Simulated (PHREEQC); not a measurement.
1 kg of water holding 0.0065 mol/kgw Na2CO3, 0.014 mol/kgw NaOH, 0.039 mol/kgw NaCl and 0.24 mol/kgw Na2SO4 is evaporated at 25 °C; the solids stay in contact with the brine. CO2 from the air is kept out. Solids allowed: Burkeite, Halite, Mirabilite, Nahcolite, Natron, Thenardite, Trona. Others were left out.

The series has 28 steps of water left (kg), from 1 to 0.005013.

The numbers come from PHREEQC with the Pitzer model, pitzer.dat.

### Question
Which solids form, in which order, and at which step of the series does each first stand?

### Answer
Mirabilite from water left = 0.1066 kg (pH 12.89), last present at water left = 0.01775 kg; Thenardite from water left = 0.01775 kg (pH 13.76); Burkeite from water left = 0.01099 kg (pH 14.01); Halite from water left = 0.007427 kg (pH 14.21).
